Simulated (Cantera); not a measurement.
Feed: 1 mol BF3, 3.8 mol O2, 190 mol H2, equilibrated at 18.0 mbar.

Cantera equilibrium calculation (NASA polynomials, part measured and part estimated; ideal gas, pure solids and liquids). Candidate condensed phases: B, B2O3, B3O3H3, H2O; 43 gas species. Gases not in the tables: H3BO3. Rates play no part.

**Question.** Which condensed phases are stable at each of these points (T (K)): 773, 823, 873, 923, 973, 1023, 1073, 1123, 1173, 1223, 1273, 1323, 1373, 1423?

**Answer.** 
```tsv
T (K)	condensed phases	B condensed (%)
773	B2O3(l)	48.0
823	B2O3(l)	57.9
873	B2O3(l)	66.4
923	B2O3(l)	73.3
973	B2O3(l)	78.5
1023	B2O3(l)	81.4
1073	B2O3(l)	80.7
1123	B2O3(l)	74.1
1173	B2O3(l)	57.5
1223	B2O3(l)	25.5
1273	gas only	0.0
1323	gas only	0.0
1373	gas only	0.0
1423	gas only	0.0
```

From 773 K to 1223 K the condensed part is B2O3(l). From 1273 K to 1423 K nothing is condensed.
